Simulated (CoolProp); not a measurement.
Aqueous ammonia as a coolant, at 4 °C, 1 atm.

The numbers come from the Melinder's fits for secondary coolants in CoolProp.

| mass % | freezing point (°C) | viscosity (mPa s) | density (kg/m³) | Prandtl number | cp (kJ/(kg K)) |
|---|---|---|---|---|---|
| 4.6 | -5.6 | 1.69 | 981.5 | 13.3 | 4.206 |
| 7.8 | -10.1 | 1.72 | 969.5 | 14.0 | 4.209 |
| 11 | -15.3 | 1.78 | 958.3 | (withheld) | 4.213 |
| 14.2 | -21.5 | (withheld) | 947.8 | 16.4 | 4.218 |
| 17.5 | -29.3 | (withheld) | 937.5 | 17.8 | (withheld) |
| 20.7 | -38.7 | 1.99 | 928.0 | 18.8 | 4.228 |
| 23.9 | -50.6 | 1.99 | 918.7 | 19.3 | 4.234 |

Q: What belongs in the gaps?

A: 
- 11, Prandtl number: 15.0
- 14.2, viscosity (mPa s): 1.86
- 17.5, viscosity (mPa s): 1.95
- 17.5, cp (kJ/(kg K)): 4.222
